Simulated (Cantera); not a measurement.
What does this Cantera script print?

```python
import numpy as np
import cantera as ct

gas_names = [...]  # 123 gases of nasa_gas.yaml made of C, H, O, Si
cond_names = """
    C(gr) C6H6(L) C7H8(L) C8H18(L),n-octa H2O(s) H2O(L) Si(cr) Si(L) SiC(b) SiO2(Lqz) SiO2(hqz) SiO2(L)
""".split()


# ... load() reads the species with a 1 bar reference pressure and builds the phases ...
atoms = {
    'HMDSO': {'Si': 2, 'C': 6, 'H': 18, 'O': 1},
    'O2': {'O': 2},
    'H2': {'H': 2},
}
top_T = {'C(gr)': 4500, 'SiC(b)': 3050}  # K; cautious upper limits of use, not melting points


# ... equilibrate(T, P, feed) seeds the gas with the atoms and calls Mixture.equilibrate('TP', solver="vcs", rtol=1e-11, max_steps=5000) ...
results = []
feed = {'HMDSO': 1, 'O2': 0.24, 'H2': 0.82}  # mol
P = 16  # Pa
for T in [748, 848, 948, 1048, 1148, 1248, 1348, 1448, 1548, 1648, 1748, 1848, 1948]:
    mix = equilibrate(T, P, feed)
    results.append((T, P, feed, dict(zip(mix.species_names, mix.species_moles))))

top = {s: max(r[3][s] / sum(r[3][g] for g in gas_names) for r in results) for s in gas_names}
cols = sorted((s for s in top if top[s] > 1e-05), key=lambda s: -top[s])[:9]
seen = [c for c in cond_names if any(r[3].get(c, 0) > 1e-12 for r in results)]
print("log10 of partial pressures in bar; condensed amounts in mol")
print(f"{'T/K':>10s}" + "".join(f"{s[:9]:>10s}" for s in cols + seen))
for T, P, feed, n in results:
    ng = sum(n[g] for g in gas_names)
    print(f"{T:10.4g}" + "".join(f"{np.log10(max(n[s] / ng * P / 1e5, 1e-99)):10.3f}" for s in cols)
          + "".join(f"{n.get(c, 0):10.4g}" for c in seen))
```

Output:

```
log10 of partial pressures in bar; condensed amounts in mol
       T/K        H2        CO         H        Si       SiO       CH4 C2H2,acet      SiC2      Si2C     C(gr)    SiC(b) SiO2(Lqz) SiO2(hqz)
       748    -3.796   -12.282   -14.439   -28.340   -17.775    -7.072   -16.712   -36.825   -36.500     4.735      1.26      0.74         0
       848    -3.796    -9.758   -12.619   -24.041   -14.590    -7.785   -14.849   -31.167   -30.923     4.739      1.26         0      0.74
       948    -3.796    -7.776   -11.178   -20.653   -12.089    -8.357   -13.384   -26.709   -26.533     4.738     1.261         0    0.7395
      1048    -3.798    -6.177   -10.011   -17.915   -10.071    -8.829   -12.202   -23.108   -22.989     4.678     1.281         0    0.7195
      1148    -3.835    -4.860    -9.062   -15.656    -8.410    -9.294   -11.265   -20.140   -20.070      3.35     1.723         0    0.2765
      1248    -3.857    -4.679    -8.259   -13.761    -7.940    -9.666   -10.471   -17.653   -17.625     2.522     1.999         0         0
      1348    -3.857    -4.679    -7.564   -12.150    -7.695    -9.948    -9.777   -15.539   -15.549     2.523     1.999         0         0
      1448    -3.857    -4.680    -6.964   -10.763    -7.485   -10.191    -9.180   -13.721   -13.764     2.525     1.998         0         0
      1548    -3.858    -4.680    -6.441    -9.556    -7.303   -10.404    -8.662   -12.141   -12.215     2.527     1.996         0         0
      1648    -3.860    -4.682    -5.980    -8.498    -7.145   -10.593    -8.209   -10.757   -10.858      2.53     1.995         0         0
      1748    -3.865    -4.684    -5.574    -7.562    -7.007   -10.766    -7.812    -9.534    -9.659     2.534     1.991         0         0
      1848    -3.876    -4.690    -5.213    -6.728    -6.887   -10.933    -7.465    -8.446    -8.594     2.547     1.976         0         0
      1948    -3.899    -4.703    -4.896    -5.981    -6.788   -11.109    -7.168    -7.472    -7.641     2.611     1.904         0         0
```

Cantera equilibrium calculation (NASA polynomials, part measured and part estimated; ideal gas, pure solids and liquids). The feed counts by its element totals alone. Mutual solubility and eutectic melting of coexisting phases are not modelled. The tables hold silica as quartz up to 1696 K and as liquid above; real silica turns to tridymite and cristobalite and melts near 1996 K.
